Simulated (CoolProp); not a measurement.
Dodecamethylcyclohexasiloxane (D6) at several states: fugacity coefficient from the reference equation and from simpler models built on Tc = 372.6 °C, pc = 0.9614 MPa, ω = 0.736; each cubic takes its own stable root.

Model: reference Helmholtz-energy equation of state, Colonna 2008, in CoolProp. It is a short technical equation, of lower accuracy than the large ones.

```
T (°C)  p (MPa)   phase  reference  van der Waals  Redlich-Kwong  Soave-Redlich-Kwong  Peng-Robinson
------  -------  ------  ---------  -------------  -------------  -------------------  -------------
271.65     1.72  liquid     0.1120         0.2868         0.2033               0.1190         0.1147
157.85     0.03  liquid     0.2870         0.9763         0.9675               0.2863         0.3048
182.05    0.409  liquid    0.04921         0.4433         0.2116              0.04975        0.05142
67.25    0.0266  liquid   0.003708         0.9646         0.1642             0.003802       0.004725
268.05    0.176  liquid     0.8212         0.9175         0.8983               0.8569         0.8503
237.95    0.479  liquid     0.1761         0.6129         0.4077               0.1824         0.1819
```

At some of these states van der Waals, Redlich-Kwong gives the other phase, because its saturation line lies elsewhere.
